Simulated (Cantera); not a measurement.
A Cantera script and what it prints.

```python
import numpy as np
import cantera as ct

gas_names = """
    H HI H2 I I2 N NH NH2 NH3 N2 N2H2 N2H4
""".split()
cond_names = """
    I2(cr) I2(L)
""".split()


def load(file, names, dense=False):
    # The tables refer to 1 bar. Condensed volumes are neglected.
    table = {s.name: s for s in ct.Species.list_from_file(file)}
    out = []
    for n in names:
        d = dict(table[n].input_data)
        d["thermo"] = dict(d["thermo"], **{"reference-pressure": 1e5})
        if dense:
            d["equation-of-state"] = {"model": "constant-volume", "density": "1e6 g/cm^3"}
        out.append(ct.Species.from_dict(d))
    return out


gas = ct.Solution(thermo="ideal-gas", species=load("nasa_gas.yaml", gas_names))
cond = {s.name: ct.Solution(thermo="fixed-stoichiometry", species=[s], name=s.name)
        for s in load("nasa_condensed.yaml", cond_names, dense=True)}
atoms = {
    'HI': {'H': 1, 'I': 1},
    'H2': {'H': 2},
    'N2': {'N': 2},
}
top_T = {}  # K; cautious upper limits of use, not melting points


def equilibrate(T, P, feed):
    n = {}
    for name, mol in feed.items():
        for a, k in atoms[name].items():
            n[a] = n.get(a, 0.0) + k * mol
    gas.TPX = T, P, n
    mass = sum(n.values()) * gas.mean_molecular_weight
    gas.equilibrate("TP")
    valid = [c for c in cond.values() if c.min_temp <= T <= top_T.get(c.name, c.max_temp)]
    mix = ct.Mixture([(gas, mass / gas.mean_molecular_weight)] + [(c, 0.0) for c in valid])
    mix.T, mix.P = T, P
    mix.equilibrate("TP", solver="vcs", rtol=1e-11, max_steps=5000)
    return mix


results = []
T = 2398  # K
P = 10000  # Pa
for m in [0.93, 1.3, 1.8, 2.5, 3.4, 4.7, 6.5, 8.9, 12, 17, 23, 32, 45]:
    feed = {'HI': 1, 'H2': 0.85, 'N2': m}  # mol
    mix = equilibrate(T, P, feed)
    results.append((T, P, feed, dict(zip(mix.species_names, mix.species_moles))))
    x = sorted(zip(gas.X, gas.species_names), reverse=True)
    print(f"T = {T:g} K  P = {P:g} Pa  n(N2) = {m:g} mol  gas = {mix.phase_moles(0):.4g} mol")
    print("   x: " + "  ".join(f"{s} {v:.3e}" for v, s in x if v > 0.0001))
    print("   condensed (mol): " + ("  ".join(f"{mix.phase(i).name} {mix.phase_moles(i):.4g}"
          for i in range(1, mix.n_phases) if mix.phase_moles(i) > 1e-12) or "none"))
```

Result:

```
T = 2398 K  P = 10000 Pa  n(N2) = 0.93 mol  gas = 3.307 mol
   x: H2 3.855e-01  I 2.879e-01  N2 2.812e-01  H 3.094e-02  HI 1.442e-02
   condensed (mol): none
T = 2398 K  P = 10000 Pa  n(N2) = 1.3 mol  gas = 3.681 mol
   x: N2 3.532e-01  H2 3.459e-01  I 2.593e-01  H 2.930e-02  HI 1.230e-02
   condensed (mol): none
T = 2398 K  P = 10000 Pa  n(N2) = 1.8 mol  gas = 4.186 mol
   x: N2 4.300e-01  H2 3.037e-01  I 2.287e-01  H 2.746e-02  HI 1.016e-02
   condensed (mol): none
T = 2398 K  P = 10000 Pa  n(N2) = 2.5 mol  gas = 4.892 mol
   x: N2 5.110e-01  H2 2.592e-01  I 1.963e-01  H 2.537e-02  HI 8.061e-03
   condensed (mol): none
T = 2398 K  P = 10000 Pa  n(N2) = 3.4 mol  gas = 5.799 mol
   x: N2 5.863e-01  H2 2.180e-01  I 1.661e-01  H 2.326e-02  HI 6.257e-03
   condensed (mol): none
T = 2398 K  P = 10000 Pa  n(N2) = 4.7 mol  gas = 7.108 mol
   x: N2 6.612e-01  H2 1.771e-01  I 1.360e-01  H 2.097e-02  HI 4.618e-03
   condensed (mol): none
T = 2398 K  P = 10000 Pa  n(N2) = 6.5 mol  gas = 8.919 mol
   x: N2 7.288e-01  H2 1.404e-01  I 1.088e-01  H 1.867e-02  HI 3.289e-03
   condensed (mol): none
T = 2398 K  P = 10000 Pa  n(N2) = 8.9 mol  gas = 11.33 mol
   x: N2 7.855e-01  H2 1.097e-01  I 8.595e-02  H 1.651e-02  HI 2.297e-03
   condensed (mol): none
T = 2398 K  P = 10000 Pa  n(N2) = 12 mol  gas = 14.44 mol
   x: N2 8.308e-01  H2 8.539e-02  I 6.764e-02  H 1.456e-02  HI 1.594e-03
   condensed (mol): none
T = 2398 K  P = 10000 Pa  n(N2) = 17 mol  gas = 19.46 mol
   x: N2 8.735e-01  H2 6.263e-02  I 5.036e-02  H 1.247e-02  HI 1.017e-03
   condensed (mol): none
T = 2398 K  P = 10000 Pa  n(N2) = 23 mol  gas = 25.48 mol
   x: N2 9.027e-01  H2 4.723e-02  I 3.857e-02  H 1.083e-02  HI 6.761e-04
   condensed (mol): none
T = 2398 K  P = 10000 Pa  n(N2) = 32 mol  gas = 34.5 mol
   x: N2 9.275e-01  H2 3.430e-02  I 2.856e-02  H 9.228e-03  HI 4.266e-04
   condensed (mol): none
T = 2398 K  P = 10000 Pa  n(N2) = 45 mol  gas = 47.53 mol
   x: N2 9.468e-01  H2 2.438e-02  I 2.078e-02  H 7.780e-03  HI 2.617e-04
   condensed (mol): none
```

Equilibrium computed with Cantera from the NASA thermochemical tables; the gas is ideal and each condensed phase is pure.
